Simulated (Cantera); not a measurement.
A freely propagating, adiabatic, planar premixed flame of 32.4 % H2, 12.5 % O2, 51.2 % N2, 3.89 % H2O, equivalence ratio 1.3, unburnt at 498 K and 69000 Pa; mixture-averaged transport, grid criteria slope 0.08 and curve 0.16, no radiation.

Cantera simulation using the H2/O2 subset of GRI-Mech 3.0, which has no nitrogen chemistry; the numbers are that mechanism's predictions, not measurements. Burning velocities carry a grid error of a few per cent, more on coarse grids.

x: mole fraction of selected species; z is measured from the peak of heat release.

```tsv
z (mm)	T (K)	u (m/s)	x H2	x O2	x HO2	x H2O	x H	x H2O2
-2.04	498	5.35	0.324	0.125	<1e-8	0.0389	<1e-8	<1e-8
-1.36	498	5.35	0.324	0.125	<1e-8	0.0389	<1e-8	<1e-8
-1.02	498	5.35	0.324	0.125	<1e-8	0.0389	<1e-8	<1e-8
-0.678	498	5.35	0.324	0.125	(withheld)	0.0389	<1e-8	<1e-8
-0.339	508	5.43	0.321	0.125	(withheld)	0.0394	3.89e-5	3.13e-6
-0.170	723	7.55	0.290	0.120	(withheld)	0.0576	0.00468	2.54e-5
0	1160	11.7	0.194	0.0853	(withheld)	0.137	0.0360	3.41e-6
0.170	1460	14.6	0.103	0.0313	(withheld)	0.237	0.0649	2.29e-6
0.339	1597	15.8	0.0812	0.0144	(withheld)	0.268	0.0660	1.57e-6
0.678	1735	17.1	0.0799	0.00952	(withheld)	0.280	0.0551	8.84e-7
1.36	1875	18.3	0.0819	0.00701	(withheld)	0.289	0.0420	4.60e-7
2.71	2008	19.4	0.0826	0.00463	(withheld)	0.299	0.0301	2.46e-7
5.43	2121	20.3	0.0824	0.00265	(withheld)	0.308	0.0203	1.39e-7
```

Fill in the missing entries.


- -0.678, x HO2: 1.03e-7
- -0.339, x HO2: 0.000150
- -0.170, x HO2: 0.000202
- 0, x HO2: 7.03e-5
- 0.170, x HO2: 2.23e-5
- 0.339, x HO2: 9.50e-6
- 0.678, x HO2: 5.56e-6
- 1.36, x HO2: 3.65e-6
- 2.71, x HO2: 2.24e-6
- 5.43, x HO2: 1.26e-6
